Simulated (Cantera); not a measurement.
Input: 1 mol CuO, 360 mol H2, 0.11 mol H2O, at 58000 Pa.

These are equilibrium values from Cantera (NASA tables, ideal gas, pure condensed phases), not measurements of a reactor. Candidate condensed phases: Cu, CuO, Cu(OH)2, Cu2O, H2O; 12 gas species. Equilibrium is a limit: real reactors are often held back by kinetics, nucleation or transport.

**Question.** Which condensed phases are stable at each of these points (T (K)): 1748, 1798, 1848, 1898, 1948, 1998, 2048, 2098, 2148, 2198?

**Answer.** 
```json
[
 {"T (K)": "1748", "condensed phases": "Cu(l)", "Cu condensed (%)": "81.8"},
 {"T (K)": "1798", "condensed phases": "Cu(l)", "Cu condensed (%)": "67.0"},
 {"T (K)": "1848", "condensed phases": "Cu(l)", "Cu condensed (%)": "41.9"},
 {"T (K)": "1898", "condensed phases": "Cu(l)", "Cu condensed (%)": "0.9"},
 {"T (K)": "1948", "condensed phases": "gas only", "Cu condensed (%)": "0.0"},
 {"T (K)": "1998", "condensed phases": "gas only", "Cu condensed (%)": "0.0"},
 {"T (K)": "2048", "condensed phases": "gas only", "Cu condensed (%)": "0.0"},
 {"T (K)": "2098", "condensed phases": "gas only", "Cu condensed (%)": "0.0"},
 {"T (K)": "2148", "condensed phases": "gas only", "Cu condensed (%)": "0.0"},
 {"T (K)": "2198", "condensed phases": "gas only", "Cu condensed (%)": "0.0"}
]
```

From 1748 K to 1898 K the condensed part is Cu(l). From 1948 K to 2198 K nothing is condensed.
